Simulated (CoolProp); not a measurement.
The numbers come from the reference Helmholtz-energy equation of state, Thol 2019 in CoolProp.

Question: Give the vapour pressure (MPa), liquid density (kg/m³), vapour density (kg/m³), enthalpy of vaporisation (kJ/kg) of saturated tetradecamethylhexasiloxane (MD4M) at 354.6, 366.9, 385.4 K.

Answer: 
| T (K) | p (MPa) | liquid density (kg/m³) | vapour density (kg/m³) | enthalpy of vaporisation (kJ/kg) |
|---|---|---|---|---|
| 354.6 | 9.42e-5 | 832 | 0.0147 | 155 |
| 366.9 | 0.000210 | 820 | 0.0316 | 151 |
| 385.4 | 0.000614 | 802 | 0.0881 | 145 |
